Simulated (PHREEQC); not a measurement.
Dissolve 0.0016 mol MgCl2, 0.12 mol Na2SO4 and 4.4e-06 mol H4SiO4 per kg of water at 35 °C. Closed to the air; pH follows from the charge balance.

Model: ion-association model, wateq4f.dat, run in PHREEQC.

Precipitation was switched off in this run.

### Question
Order these S species by the share of S that they hold, largest first: MgSO4, NaSO4-, SO4-2.

### Answer
SO4-2 (78 %), NaSO4- (22 %), MgSO4 (0.88 %)

The pH is 7.09 and the ionic strength 0.309 mol/kgw.
